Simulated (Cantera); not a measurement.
A closed system holds: 1 mol Si2Cl6, 9.5 mol N2, 0.78 mol H2, held at 0.00133 bar.

Method: chemical equilibrium by Gibbs-energy minimisation in Cantera with the NASA 1993 tables (ideal gas, pure condensed phases). Candidate condensed phases: NH4Cl, Si, Si3N4; 28 gas species. The feed counts by its element totals alone. N2 is the only nitrogen source here; it is nearly inert below about 1500 K, so the nitride shown seldom forms there in practice. The tables' values for SiCl3 are old estimates; treat these amounts as uncertain. The numbers say what is thermodynamically allowed, not how fast it happens. All values below are at 802 °C.

Base state: N2 0.773, HCl 0.119, SiCl4 0.0989, H2 0.00780, SiCl3 0.00106, SiCl2 0.000181, SiHCl3 8.04e-5 (mole fractions); condensed: Si3N4(s).

Question: What changes in the equilibrium state with this change: Si2Cl6 replaced by SiH2Cl2?

Answer: 
| species | before | after |
|---|---|---|
| N2 | 0.773 | 0.764 |
| HCl | 0.119 | 0.158 |
| H2 | 0.00780 | 0.0743 |
| SiCl4 | 0.0989 | 0.00342 |
| SiCl3 | 0.00106 | 8.54e-5 |
| SiCl2 | 0.000181 | 3.38e-5 |
| SiHCl3 | 8.04e-5 | 1.99e-5 |
| Si3N4(s), mol | 0.280 | 0.320 |
